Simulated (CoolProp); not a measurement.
Cyclopropane along the isobar 8.73 MPa: fugacity coefficient from the reference equation and from simpler models built on Tc = 125.5 °C, pc = 5.605 MPa, ω = 0.131; each cubic takes its own stable root.

Computed with CoolProp (reference Helmholtz-energy equation of state, Polt 1992). This equation is an older, rougher fit; its heat capacities, sound speeds and derivatives of the liquid may be far off and weren't checked against measurements.

| T (°C) | phase | reference | van der Waals | Redlich-Kwong | Soave-Redlich-Kwong | Peng-Robinson |
|---|---|---|---|---|---|---|
| 108.65 | liquid | 0.3894 | 0.4594 | 0.4091 | 0.4025 | 0.3841 |
| 114.75 | liquid | 0.4177 | 0.4793 | 0.4353 | 0.4310 | 0.4113 |
| 120.85 | liquid | 0.4461 | 0.4991 | 0.4614 | 0.4595 | 0.4386 |
| 126.95 | supercritical | 0.4746 | 0.5186 | 0.4872 | 0.4878 | 0.4657 |
| 133.05 | supercritical | 0.5028 | 0.5379 | 0.5126 | 0.5156 | 0.4923 |
| 139.05 | supercritical | 0.5299 | 0.5566 | 0.5368 | 0.5422 | 0.5178 |
| 145.15 | supercritical | 0.5564 | 0.5751 | 0.5605 | 0.5680 | 0.5424 |
| 151.25 | supercritical | 0.5813 | 0.5931 | 0.5828 | 0.5922 | 0.5656 |
| 157.35 | supercritical | 0.6040 | 0.6105 | 0.6036 | 0.6144 | 0.5869 |
| 163.35 | supercritical | 0.6240 | 0.6268 | 0.6225 | 0.6344 | 0.6060 |
| 169.45 | supercritical | 0.6422 | 0.6424 | 0.6400 | 0.6529 | 0.6239 |
| 175.55 | supercritical | 0.6585 | 0.6571 | 0.6561 | 0.6699 | 0.6404 |
| 181.65 | supercritical | 0.6734 | 0.6708 | 0.6710 | 0.6857 | 0.6558 |
| 187.65 | supercritical | 0.6869 | 0.6833 | 0.6847 | 0.7002 | 0.6700 |
| 193.75 | supercritical | 0.6995 | 0.6952 | 0.6977 | 0.7141 | 0.6836 |
| 199.85 | supercritical | 0.7112 | 0.7063 | 0.7099 | 0.7272 | 0.6964 |
